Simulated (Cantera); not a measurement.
## Diamond growth

A diamond (100) surface in a fixed gas of H2 with x(CH4) = 0.0094, x(H) = 0.0022, x(CH3) = 1e-05, 49.5 Torr; coverages are run to steady state.

Model: the Harris–Goodwin 1993 mechanism for the reconstructed diamond (100) surface, integrated in Cantera.

```tsv
T (K)	growth (µm/h)	θ c6HH	θ c6H*	θ c6*H	θ c6**	θ c6HM
900	0.205	0.689	0.0104	0.291	0.00432	0.00380
975	0.297	0.619	0.0161	0.354	0.00791	0.00263
1050	0.352	0.554	0.0228	0.408	0.0130	0.00164
1125	0.278	0.497	0.0302	0.452	0.0194	0.000712
1200	0.158	0.449	0.0379	0.485	0.0269	0.000200
1275	0.108	0.410	0.0457	0.509	0.0346	4.71e-5
1350	0.0981	0.380	0.0532	0.524	0.0421	1.10e-5
```
θ: site fractions in the mechanism's names (c6HH fully hydrogenated, c6H* and c6*H radical sites, c6** diradical, c6HM methylated).
